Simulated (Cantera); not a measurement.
Charge: 1 mol Si, a varied amount of Br2, 3.5 mol H2, at 425 °C and 0.133 bar.

Cantera equilibrium calculation (NASA polynomials, part measured and part estimated; ideal gas, pure solids and liquids). Candidate condensed phases: Br2, Si; 19 gas species. Kinetics and transport are ignored.

Which condensed phases are stable at each of these points (n(Br2) (mol)): 0.93, 1.6, 2.3, 3, 3.7, 4.4, 5.1, 5.8, 6.5, 7.2, 7.9, 8.6?


```csv
n(Br2) (mol),condensed phases,Si condensed (%)
0.93,Si(s),52.7
1.6,Si(s),18.9
2.3,gas only,0.0
3,gas only,0.0
3.7,gas only,0.0
4.4,gas only,0.0
5.1,gas only,0.0
5.8,gas only,0.0
6.5,gas only,0.0
7.2,gas only,0.0
7.9,gas only,0.0
8.6,gas only,0.0
```

From 0.93 mol Br2 to 1.6 mol Br2 the condensed part is Si(s). From 2.3 mol Br2 to 8.6 mol Br2 nothing is condensed.
